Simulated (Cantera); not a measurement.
**Diamond growth**

A diamond (100) surface in a fixed gas of H2 with x(CH4) = 0.0075, x(H) = 0.0066, at 975 K, 66.0 Torr; coverages are run to steady state.

Detailed kinetics in Cantera: the Harris–Goodwin 1993 mechanism for the reconstructed diamond (100) surface.

| x(CH3) | growth (µm/h) | θ c6HH | θ c6H* | θ c6*H | θ c6** | θ c6HM |
|---|---|---|---|---|---|---|
| 1e-06 | 0.0412 | 0.620 | 0.0163 | 0.356 | 0.00813 | 9.11e-5 |
| 2.5e-06 | 0.103 | 0.620 | 0.0163 | 0.355 | 0.00812 | 0.000228 |
| 6.4e-06 | 0.263 | 0.620 | 0.0163 | 0.355 | 0.00812 | 0.000583 |
| 1.6e-05 | 0.657 | 0.619 | 0.0162 | 0.355 | 0.00811 | 0.00145 |
| 4.1e-05 | 1.68 | 0.617 | 0.0162 | 0.354 | 0.00807 | 0.00372 |
| 0.0001 | 4.06 | 0.613 | 0.0161 | 0.351 | 0.00800 | 0.00899 |
| 0.00026 | 10.3 | 0.601 | 0.0158 | 0.344 | 0.00780 | 0.0229 |
| 0.00066 | 24.9 | 0.575 | 0.0151 | 0.329 | 0.00733 | 0.0552 |
| 0.0017 | 56.8 | 0.517 | 0.0135 | 0.295 | 0.00633 | 0.126 |
θ: site fractions in the mechanism's names (c6HH fully hydrogenated, c6H* and c6*H radical sites, c6** diradical, c6HM methylated).
